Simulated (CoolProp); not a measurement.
Vapour-liquid equilibrium of propylene (1) + R152A (2) at 230.2 K; x and y are mole fractions of (1).

Model: multi-fluid Helmholtz-energy mixture model, Lemmon 2013 and Outcalt 1996; pair parameters Bell 2016, in CoolProp.

Give the bubble pressure and the first vapour's composition at x = 0.05, 0.65, 0.875. Is there an azeotrope?

x = 0.05: 54.35 kPa, y = 0.286; x = 0.65: 118.3 kPa, y = 0.803; x = 0.875: 124.6 kPa, y = 0.895. y crosses x between x = 0.875 and 0.95: the model has an azeotrope there.

Pair parameters are fitted to limited data, so mixtures are less certain than the pure fluids.
